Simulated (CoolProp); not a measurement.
Vapour-liquid equilibrium of isobutene (1) + n-butane (2) at -36.65 °C; x and y are mole fractions of (1).

Model: multi-fluid Helmholtz-energy mixture model, Lemmon 2005 and Bücker 2006; pair parameters Bell 2016, in CoolProp.

```
x      bubble pressure, mixture model (MPa)  bubble pressure, Raoult's law (MPa)  y, mixture model  y, Raoult's law
-----  ------------------------------------  -----------------------------------  ----------------  ---------------
0.05                                    ___                              0.02043             0.070            0.066
0.125                               0.02116                              0.02093             0.167            0.160
0.2                                 0.02175                              0.02143             0.257            0.250
0.275                               0.02231                              0.02194               ___            0.336
0.35                                    ___                              0.02244             0.421            0.418
0.425                                   ___                              0.02294             0.496            0.496
0.5                                 0.02384                              0.02344             0.569            0.571
0.575                               0.02432                              0.02395             0.638            0.643
0.65                                0.02478                              0.02445             0.706            0.712
0.725                               0.02522                              0.02495             0.772            0.779
0.8                                 0.02566                              0.02545             0.836            0.842
0.875                                   ___                              0.02596             0.899            0.903
0.95                                0.02651                              0.02646             0.960            0.962
```

Q: Fill in the missing entries.

A: 
- 0.05, bubble pressure, mixture model (MPa): 0.02053
- 0.275, y, mixture model: 0.341
- 0.35, bubble pressure, mixture model (MPa): 0.02284
- 0.425, bubble pressure, mixture model (MPa): 0.02335
- 0.875, bubble pressure, mixture model (MPa): 0.02609

The largest gap from Raoult's law is +1.8 % in bubble pressure, at x = 0.35. No azeotrope shows between x = 0.05 and 0.95.

The pair parameters rest on a limited set of measurements; away from them the model extrapolates.
